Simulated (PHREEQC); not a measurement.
NaOH is added in steps, without added water, to 1 kg of water holding 1.2 mol HCl and 0.034 mol Na2SO4, at 25 °C. The system is closed to CO2. Nothing may precipitate in this run.

Base run: PHREEQC, Pitzer model, pitzer.dat. Each further column changes one thing. The table gives pH.

```
NaOH added (mol)   base  database phreeqc.dat, Davies equation for every ion  database phreeqc.dat, all activity coefficients set to 1  database phreeqc.dat, Debye-Hückel limiting law  database wateq4f.dat
----------------  -----  ---------------------------------------------------  --------------------------------------------------------  -----------------------------------------------  --------------------
0                 -0.15                                                 0.01                                                     -0.07                                             0.50                  0.06
0.13              -0.09                                                 0.06                                                     -0.01                                             0.55                  0.12
0.195             -0.06                                                 0.09                                                      0.01                                             0.58                  0.15
0.325              0.02                                                 0.16                                                         ?                                                ?                  0.21
0.39               0.06                                                 0.19                                                         ?                                             0.68                  0.24
0.52               0.14                                                    ?                                                      0.19                                             0.75                  0.32
0.585              0.19                                                 0.32                                                      0.24                                                ?                     ?
0.715              0.31                                                 0.43                                                      0.35                                             0.90                     ?
0.78               0.38                                                 0.50                                                      0.41                                             0.96                  0.54
0.91               0.56                                                 0.67                                                      0.59                                             1.13                  0.71
0.975              0.68                                                 0.79                                                      0.71                                             1.24                  0.83
1.105              1.10                                                 1.20                                                      1.12                                             1.61                  1.23
1.17               1.63                                                 1.73                                                      1.66                                             2.11                  1.76
1.3               12.73                                                12.93                                                     13.01                                            12.41                 12.76
```

**Question.** Some entries are withheld; supply them.

**Answer.** 
- 0.325, database phreeqc.dat, all activity coefficients set to 1: 0.08
- 0.325, database phreeqc.dat, Debye-Hückel limiting law: 0.64
- 0.39, database phreeqc.dat, all activity coefficients set to 1: 0.11
- 0.52, database phreeqc.dat, Davies equation for every ion: 0.27
- 0.585, database phreeqc.dat, Debye-Hückel limiting law: 0.80
- 0.585, database wateq4f.dat: 0.37
- 0.715, database wateq4f.dat: 0.48

In brines, pH and single-ion activities rest on the MacInnes convention. The ionic strength passes 0.7 mol/kgw, the rough limit of the ion-association models, in part of: database phreeqc.dat, Davies equation for every ion; database phreeqc.dat, all activity coefficients set to 1; database phreeqc.dat, Debye-Hückel limiting law; database wateq4f.dat. pitzer.dat has no redox and few complexes: it carries them in its interaction parameters. phreeqc.dat and wateq4f.dat share most of their constants, so their agreement is no independent check.
